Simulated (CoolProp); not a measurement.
C2F6 (R116) along the isobar 16100 kPa: density (kg/m³) from the reference equation and from simpler models built on Tc = 19.9 °C, pc = 3048 kPa, ω = 0.257; each cubic takes its own stable root.

Model: reference Helmholtz-energy equation of state, Lemmon 2006, in CoolProp. It is a short technical equation, of lower accuracy than the large ones.

```csv
T (°C),phase,reference,van der Waals,Redlich-Kwong,Soave-Redlich-Kwong,Peng-Robinson
-85.95,liquid,1697,1134,1610,1642,1844
-64.35,liquid,1619,1102,1540,1574,1767
-42.75,liquid,1537,1068,1467,1498,1681
-21.05,liquid,1451,1032,1389,1413,1584
0.55,liquid,1361,996.0,1309,1322,1478
22.15,supercritical,1266,958.6,1225,1223,1361
43.75,supercritical,1167,920.1,1140,1119,1238
65.35,supercritical,1065,880.6,1054,1015,1113
86.95,supercritical,964.4,840.4,971.3,913.6,994.6
108.65,supercritical,869.6,799.6,892.1,821.5,887.8
130.25,supercritical,785.2,759.0,819.5,742.1,797.2
151.85,supercritical,712.4,719.0,754.4,675.3,721.9
```
